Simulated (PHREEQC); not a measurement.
# Buffer

Make-up at 5 °C: 1.3 mmol/kgw KHCO3 and 0.22 mmol/kgw Na2SO4. Closed to the air; pH follows from the charge balance.

All values are PHREEQC results (Pitzer model, pitzer.dat), not measurements.

```yaml
pH: 8.48
ionic_strength: 0.00197 mol/kgw
specific_conductance: 119 µS/cm
osmotic_coefficient: 0.983
total_alkalinity: 1.30 meq/kg
```

```json
[
 {"species": "K+", "molality": "0.00130", "activity": "0.00124", "log γ": "-0.021"},
 {"species": "HCO3-", "molality": "0.00128", "activity": "0.00122", "log γ": "-0.019"},
 {"species": "Na+", "molality": "0.000440", "activity": "0.000426", "log γ": "-0.014"},
 {"species": "SO4-2", "molality": "0.000220", "activity": "0.000181", "log γ": "-0.085"},
 {"species": "CO2", "molality": "1.29e-5", "activity": "1.29e-5", "log γ": "0.000"},
 {"species": "CO3-2", "molality": "1.23e-5", "activity": "1.01e-5", "log γ": "-0.084"},
 {"species": "OH-", "molality": "5.94e-7", "activity": "5.67e-7", "log γ": "-0.021"},
 {"species": "H+", "molality": "3.46e-9", "activity": "3.29e-9", "log γ": "-0.022"}
]
```

No solid was allowed to form. Constants without temperature data keep their 25 °C values here.
